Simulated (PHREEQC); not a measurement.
Consider water at 51 °C with 0.022 mol CdCl2 and 0.078 mol NaCl per kg of water. Closed to the air; pH follows from the charge balance.

Computed with PHREEQC (ion-association model, phreeqc.dat).

Each row changes one thing in this solution. This is a speciation only: nothing precipitates in the calculation.

```csv
case,pH,ionic strength (mol/kgw),Cl- (mol/kgw)
as made,5.59,0.104,0.0997
CdCl2 left out,6.60,0.0780,0.0780
temperature from 51 to 55 °C,5.57,0.104,0.0996
NaCl replaced by AlCl3 at the same molality,2.98,0.484,0.249
CdCl2 from 0.022 to 0.011 mol/kgw,5.73,0.0915,0.0892
```

Constants without temperature data keep their 25 °C values here.
